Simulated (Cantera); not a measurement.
A perfectly stirred reactor is fed with CH₄ : H₂ : CO₂ = 0.032 : 1 : 0.0044 (molar parts), at 0.0133 bar; it is held at 2525 K, and followed from long to short residence time.

Model: GRI-Mech 3.0 (53 species, 325 reactions), integrated in Cantera. GRI-Mech 3.0 stops at C3 and has no aromatics, soot or wall deposition, so with more carbon than oxygen in the feed, carbon stays in small species such as C2H2 where larger ones or solid carbon would form. Radical loss at walls, strong at low pressure, is not modelled.

**Question.** What does this change do: H2 1 to 2.1 parts?

**Answer.** 
| quantity | before | after |
|---|---|---|
| x(CH₄) at τ = 0.770 s | 2.08e-5 | 1.47e-5 |
| x(H₂) at τ = 0.770 s | 0.836 | 0.845 |
| x(CO₂) at τ = 0.770 s | 5.94e-7 | 2.91e-7 |
| x(OH) at τ = 0.770 s | 6.09e-7 | 5.82e-7 |
| x(CH₃) at τ = 0.770 s | 6.38e-5 | 4.48e-5 |
| x(CH₄) at τ = 41.0 ms | 0.00109 | 0.000767 |
| x(H₂) at τ = 41.0 ms | 0.932 | 0.944 |
| x(CO₂) at τ = 41.0 ms | 3.73e-5 | 1.83e-5 |
| x(OH) at τ = 41.0 ms | 1.61e-5 | 1.09e-5 |
| x(CH₃) at τ = 41.0 ms | 0.000948 | 0.000650 |

**Question.** What does this change do: temperature 2525 to 1725 K?

**Answer.** 
| quantity | before | after |
|---|---|---|
| x(CH₄) at τ = 0.770 s | 2.08e-5 | 0.0169 |
| x(H₂) at τ = 0.770 s | 0.836 | 0.967 |
| x(CO₂) at τ = 0.770 s | 5.94e-7 | 0.000505 |
| x(OH) at τ = 0.770 s | 6.09e-7 | 2.56e-7 |
| x(CH₃) at τ = 0.770 s | 6.38e-5 | 0.000424 |
| x(CH₄) at τ = 41.0 ms | 0.00109 | 0.0300 |
| x(H₂) at τ = 41.0 ms | 0.932 | 0.964 |
| x(CO₂) at τ = 41.0 ms | 3.73e-5 | 0.00361 |
| x(OH) at τ = 41.0 ms | 1.61e-5 | 4.61e-8 |
| x(CH₃) at τ = 41.0 ms | 0.000948 | 0.000337 |

**Question.** What does this change do: pressure from 0.0133 bar to 0.0180 bar?

**Answer.** 
| quantity | before | after |
|---|---|---|
| x(CH₄) at τ = 0.770 s | 2.08e-5 | 1.80e-5 |
| x(H₂) at τ = 0.770 s | 0.836 | 0.836 |
| x(CO₂) at τ = 0.770 s | 5.94e-7 | 4.41e-7 |
| x(OH) at τ = 0.770 s | 6.09e-7 | 4.55e-7 |
| x(CH₃) at τ = 0.770 s | 6.38e-5 | 5.52e-5 |
| x(CH₄) at τ = 41.0 ms | 0.00109 | 0.000823 |
| x(H₂) at τ = 41.0 ms | 0.932 | 0.929 |
| x(CO₂) at τ = 41.0 ms | 3.73e-5 | 2.58e-5 |
| x(OH) at τ = 41.0 ms | 1.61e-5 | 1.35e-5 |
| x(CH₃) at τ = 41.0 ms | 0.000948 | 0.000774 |
